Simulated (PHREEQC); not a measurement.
Consider water at 25 °C with 1.6 mmol/kgw HF and 0.6 mmol/kgw AlCl3. Closed to the air; pH follows from the charge balance.

Equilibrium calculation in PHREEQC: ion-association model, wateq4f.dat.

Each row changes one thing in this solution. This is a speciation only: nothing precipitates in the calculation.

```
case                                            pH  ionic strength (mol/kgw)  HF (mol/kgw)  F- (mol/kgw)
--------------------------------------------  ----  ------------------------  ------------  ------------
as made                                       2.85                   0.00188      0.000116       5.75e-5
AlCl3 from 0.0006 to 0.00054 mol/kgw          2.86                   0.00172             ?       8.48e-5
0.00074 mol/kgw TMAH added                       ?                   0.00189       7.35e-5       6.85e-5
HF replaced by NH4HF2 at the same molality    3.08                   0.00253      0.000727      0.000622
AlCl3 replaced by CuCl2 at the same molality  3.13                   0.00257      0.000812      0.000772
AlCl3 left out                                3.13                  0.000767             ?      0.000765
temperature from 25 to 30 °C                  2.85                   0.00188      0.000123             ?
AlCl3 from 0.0006 to 6e-05 mol/kgw            3.09                  0.000841      0.000760      0.000648
HF from 0.0016 to 0.00032 mol/kgw             3.51                   0.00296       6.03e-8       1.38e-7
```

Q: Complete the blanks.

A: 
- AlCl3 from 0.0006 to 0.00054 mol/kgw, HF (mol/kgw): 0.000167
- 0.00074 mol/kgw TMAH added, pH: 3.12
- AlCl3 left out, HF (mol/kgw): 0.000827
- temperature from 25 to 30 °C, F- (mol/kgw): 5.57e-5

Complexes and solids missing from the database can't appear. (CH3)4N+ isn't in the database: it is added as a free cation with an ion size of 4 Å. Fluoro complexes past AlF4- and FeF3 are missing from the database.
